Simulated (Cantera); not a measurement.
Cantera run, input and output.

```python
import numpy as np
import cantera as ct

gas = ct.Solution("SiF4_NH3_mec.yaml", "gas")
gas.TPX = 2423, 99000, {'NH3': 1, 'N2': 0.45}
reactor = ct.IdealGasConstPressureReactor(gas, energy="off", clone=False)
net = ct.ReactorNet([reactor])
net.rtol, net.atol = 1e-08, 1e-18
show = ['NH3', 'NH', 'N2H2', 'N2', 'H2', 'N']
times = np.geomspace(2e-05, 3, 13)

steps = ct.SolutionArray(gas, extra=["t"])
rows = []
print(f"{'t/s':>10s}{'T/K':>9s}{'P/Pa':>11s}" + "".join(f"{s:>11s}" for s in show))
for t in times:
    while net.time < t:
        t_next = net.step()
        steps.append(gas.state, t=t_next)
    rows.append([np.interp(t, steps.t, y) for y in (steps.T, steps.P, *steps(*show).X.T)])
    print(f"{t:10.3e}{rows[-1][0]:9.1f}{rows[-1][1]:11.4g}" + "".join(f"{x:11.3e}" for x in rows[-1][2:]))
rate = np.gradient(steps.T, steps.t)
print("integrator steps:", len(steps.t))
if steps.T.max() > steps.T[0] + 200:
    print(f"time of steepest temperature rise: {steps.t[rate.argmax()]:.4e} s")
gas.TPX = 2423, 99000, {'NH3': 1, 'N2': 0.45}
gas.equilibrate("TP")
print(f"equilibrium (TP): T = {gas.T:.1f} K  " + "  ".join(f"{s} {gas[s].X[0]:.3e}" for s in show))
```

It prints:

```
       t/s      T/K       P/Pa        NH3         NH       N2H2         N2         H2          N
 2.000e-05   2423.0    9.9e+04  6.707e-01  9.384e-05  2.731e-05  3.102e-01  1.192e-02  1.036e-06
 5.400e-05   2423.0    9.9e+04  6.365e-01  1.182e-04  2.776e-05  3.141e-01  4.252e-02  3.091e-06
 1.458e-04   2423.0    9.9e+04  5.556e-01  1.375e-04  2.186e-05  3.235e-01  1.150e-01  6.812e-06
 3.936e-04   2423.0    9.9e+04  3.968e-01  1.431e-04  1.341e-05  3.417e-01  2.567e-01  1.080e-05
 1.063e-03   2423.0    9.9e+04  1.815e-01  1.201e-04  5.079e-06  3.663e-01  4.483e-01  1.336e-05
 2.869e-03   2423.0    9.9e+04  2.922e-02  6.771e-05  6.769e-07  3.835e-01  5.829e-01  1.451e-05
 7.746e-03   2423.0    9.9e+04  2.624e-04  7.366e-06  1.824e-09  3.852e-01  6.016e-01  5.518e-06
 2.091e-02   2423.0    9.9e+04  2.559e-05  8.434e-07  2.748e-11  3.851e-01  6.010e-01  6.842e-07
 5.646e-02   2423.0    9.9e+04  7.755e-06  2.557e-07  7.863e-12  3.851e-01  6.010e-01  2.075e-07
 1.524e-01   2423.0    9.9e+04  3.762e-06  1.240e-07  6.345e-12  3.851e-01  6.010e-01  1.007e-07
 4.116e-01   2423.0    9.9e+04  3.253e-06  1.073e-07  6.228e-12  3.851e-01  6.010e-01  8.704e-08
 1.111e+00   2423.0    9.9e+04  3.248e-06  1.071e-07  6.227e-12  3.851e-01  6.010e-01  8.692e-08
 3.000e+00   2423.0    9.9e+04  3.248e-06  1.071e-07  6.227e-12  3.851e-01  6.010e-01  8.692e-08
integrator steps: 1722
equilibrium (TP): T = 2423.0 K  NH3 3.248e-06  NH 1.071e-07  N2H2 6.227e-12  N2 3.851e-01  H2 6.010e-01  N 8.692e-08
```

Computed with Cantera and the gas-phase N/H chemistry of the illustrative SiF4/NH3 mechanism in the Surface Chemkin manual (1991). Walls and surfaces, which speed up NH3 decomposition in real reactors, are not modelled.
